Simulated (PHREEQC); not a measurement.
Dissolve 0.0013 mol/kgw MgCl2, 0.00056 mol/kgw Na2SO4 and 0.0035 mol/kgw KCl at 41 °C. It is in equilibrium with CO2 at log p = -3.4 (atm). Otherwise closed; pH follows from the charge balance.

Computed with PHREEQC (ion-association model, phreeqc.dat).

Task: The ionic strength comes out as 0.00870 mol/kgw. What activity coefficients do Mg+2, NaSO4-, H+, Cl-, KSO4- get?

Result: Mg+2 0.68, NaSO4- 0.91, H+ 0.92, Cl- 0.90, KSO4- 0.91.

This is a speciation only: nothing precipitates in the calculation. Away from 25 °C the constants follow the database's enthalpies or fits; those with neither stay at their 25 °C values.
